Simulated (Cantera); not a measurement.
Standard-state values (1 bar) from the NASA 1993 polynomials, evaluated with Cantera. Values are per mole of reaction as written; species without (g) are pure solids or liquids, kept so even where they would boil at 1 bar.

Al2Cl6(g) + 4 AlF3(g) = 12 F(g) + 6 AlCl(g)

```json
[
 {"T (K)": "548", "ΔH° (kJ)": "6786.8", "ΔS° (J/K)": "1716.9", "ΔG° (kJ)": "5845.9", "log10 K": "-557.22"},
 {"T (K)": "648", "ΔH° (kJ)": "6787.4", "ΔS° (J/K)": "1718.0", "ΔG° (kJ)": "5674.2", "log10 K": "-457.38"},
 {"T (K)": "748", "ΔH° (kJ)": "___", "ΔS° (J/K)": "___", "ΔG° (kJ)": "___", "log10 K": "___"},
 {"T (K)": "848", "ΔH° (kJ)": "6786.1", "ΔS° (J/K)": "1716.2", "ΔG° (kJ)": "5330.7", "log10 K": "-328.35"},
 {"T (K)": "948", "ΔH° (kJ)": "___", "ΔS° (J/K)": "___", "ΔG° (kJ)": "___", "log10 K": "___"},
 {"T (K)": "1048", "ΔH° (kJ)": "6782.7", "ΔS° (J/K)": "1712.7", "ΔG° (kJ)": "4987.8", "log10 K": "-248.60"},
 {"T (K)": "1148", "ΔH° (kJ)": "6780.5", "ΔS° (J/K)": "1710.7", "ΔG° (kJ)": "4816.6", "log10 K": "-219.16"},
 {"T (K)": "1248", "ΔH° (kJ)": "6778.2", "ΔS° (J/K)": "1708.8", "ΔG° (kJ)": "4645.7", "log10 K": "-194.44"},
 {"T (K)": "1348", "ΔH° (kJ)": "___", "ΔS° (J/K)": "___", "ΔG° (kJ)": "___", "log10 K": "___"}
]
```

Question: Complete the blanks.

Answer: 
- 748, ΔH° (kJ): 6787.1
- 748, ΔS° (J/K): 1717.5
- 748, ΔG° (kJ): 5502.4
- 748, log10 K: -384.24
- 948, ΔH° (kJ): 6784.6
- 948, ΔS° (J/K): 1714.6
- 948, ΔG° (kJ): 5159.2
- 948, log10 K: -284.26
- 1348, ΔH° (kJ): 6775.7
- 1348, ΔS° (J/K): 1706.8
- 1348, ΔG° (kJ): 4474.9
- 1348, log10 K: -173.40
